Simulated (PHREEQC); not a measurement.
Dissolve 3.5 mol MgCl2 and 0.018 mol H3BO3 per kg of water at 20 °C. Closed to the air; pH follows from the charge balance.

Equilibrium calculation in PHREEQC: Pitzer model, pitzer.dat.

Each row changes one thing in this solution. Precipitation was switched off in this run.

```
case                                pH  MgB(OH)4+ (mol/kgw)  B(OH)4- (mol/kgw)  MgOH+ (mol/kgw)  B3O3(OH)4- (mol/kgw)  SI of Bischofite (MgCl2:6H2O)  SI of MgCl2_4H2O (MgCl2:4H2O)
--------------------------------  ----  -------------------  -----------------  ---------------  --------------------  -----------------------------  -----------------------------
as made                           3.10              2.14e-5            2.36e-6          1.48e-7               1.41e-7                          -1.80                          -3.85
temperature from 20 to 55 °C      3.34              1.62e-5            3.75e-6          1.88e-6               1.99e-7                          -1.84                          -3.64
diluted 2-fold with water         4.34              8.55e-6            3.00e-6          6.36e-8               1.84e-8                          -3.80                          -6.10
MgCl2 from 3.5 to 3.85 mol/kgw    2.88              2.35e-5            2.01e-6          1.77e-7               1.53e-7                          -1.47                          -3.44
H3BO3 from 0.018 to 0.09 mol/kgw  2.72              4.48e-5            4.94e-6          6.18e-8               7.67e-6                          -1.80                          -3.84
diluted 5-fold with water         5.18              3.12e-6            2.08e-6          3.92e-8               1.54e-9                          -5.50                          -7.89
H3BO3 from 0.018 to 0.18 mol/kgw  2.49              5.32e-5            5.86e-6          3.67e-8               3.81e-5                          -1.79                          -3.83
```

In brines, pH and single-ion activities rest on the MacInnes convention. Away from 25 °C the constants follow the database's enthalpies or fits; those with neither stay at their 25 °C values.
